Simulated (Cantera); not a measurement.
An isothermal, constant-pressure homogeneous reactor starts with 36.7 % NO, 62.4 % N2, 0.845 % H2O, at 1898 K and 8300 Pa.

Cantera simulation using GRI-Mech 3.0 (53 species, 325 reactions); the numbers are that mechanism's predictions, not measurements.

x: mole fraction; the columns are a selection and need not sum to one.

```csv
t (s),x NO,x O2,x O,x N2O,x NO2,x N2
0.000600,0.367,2.68e-8,1.95e-6,3.46e-6,…,0.624
0.00125,0.367,1.31e-7,2.68e-6,7.00e-6,…,0.624
0.00262,0.367,7.72e-7,4.10e-6,1.36e-5,…,0.624
0.00548,0.367,6.90e-6,9.43e-6,2.45e-5,…,0.624
0.0115,0.367,5.91e-5,1.84e-5,3.66e-5,…,0.624
0.0240,0.367,0.000203,2.32e-5,3.88e-5,9.82e-6,0.624
0.0501,0.366,0.000443,3.21e-5,3.46e-5,9.99e-6,0.625
0.105,0.365,0.000907,4.21e-5,3.59e-5,…,0.625
0.219,0.363,0.00189,5.61e-5,3.79e-5,…,0.626
0.458,0.359,0.00399,7.66e-5,3.88e-5,…,0.628
0.957,0.350,0.00844,0.000106,3.82e-5,…,0.633
2.00,0.331,0.0179,0.000148,3.48e-5,…,0.642
```

Q: Some entries are withheld; supply them.

A: 
- 0.000600, x NO2: 2.96e-7
- 0.00125, x NO2: 1.20e-6
- 0.00262, x NO2: 4.44e-6
- 0.00548, x NO2: 1.26e-5
- 0.0115, x NO2: 1.41e-5
- 0.105, x NO2: 1.37e-5
- 0.219, x NO2: 1.97e-5
- 0.458, x NO2: 2.83e-5
- 0.957, x NO2: 4.05e-5
- 2.00, x NO2: 5.62e-5
